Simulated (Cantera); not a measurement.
Input: 1 mol CH₃Cl, 0.18 mol F₂, equilibrated at 1075 °C and 1.33 mbar.

Equilibrium computed with Cantera from the NASA thermochemical tables; the gas is ideal and each condensed phase is pure. Candidate condensed phases: C, C₆H₆, C₇H₈, C₈H₁₈; 118 gas species. Equilibrium is a limit: real reactors are often held back by kinetics, nucleation or transport.

Base state: HCl 0.459, H₂ 0.376, HF 0.165, Cl 3.96e-5, H 3.89e-5 (mole fractions); condensed: C(graphite).

Question: What changes in the equilibrium state with this change: temperature from 1075 °C to 1852 °C?

Answer: 
| species | before | after |
|---|---|---|
| HCl | 0.459 | 0.387 |
| H₂ | 0.376 | 0.350 |
| HF | 0.165 | 0.156 |
| H | 3.89e-5 | 0.0588 |
| Cl | 3.96e-5 | 0.0477 |
| F | <1e-9 | 1.74e-5 |
| C₂H₂ (acetylene) | 4.53e-7 | 0.000586 |
| C(graphite), mol | 1.000 | 0.997 |
